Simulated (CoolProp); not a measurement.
The fluid at 471.95 K and 0.19 MPa flows at 0.24 m/s in a round tube of 1 mm bore and 45 µm roughness, fully developed (64/Re and Nu = 3.66 if laminar; Colebrook and Gnielinski if turbulent). The same conditions are run with several fluids, on thermodynamics alone (safety and materials aside).

The numbers come from the reference Helmholtz-energy equation of state of each fluid (n-nonane: Lemmon 2006; R410A: Lemmon 2003; n-butane: Bücker 2006; propylene: Lemmon 2013; R227EA: Lemmon 2016) in CoolProp. Blends and air are pseudo-pure fits.

| fluid | Reynolds number | Darcy friction factor | pressure drop (Pa/m) | heat-transfer coefficient (W/(m² K)) | mass flow (kg/h) |
|---|---|---|---|---|---|
| n-nonane | 191 | 0.335 | 64.6 | 96.5 | 0.00455 |
| R410A | 41.9 | 1.53 | 155 | 96.0 | 0.00240 |
| n-butane | 58.8 | 1.09 | 89.2 | 141 | 0.00193 |
| propylene | 36.7 | 1.74 | 103 | 142 | 0.00139 |
| R227EA | 110 | 0.581 | 139 | 98.4 | 0.00564 |

Transport values come from each fluid's own correlations; those of propylene, R227EA are estimates that may be off by 10 % or more.
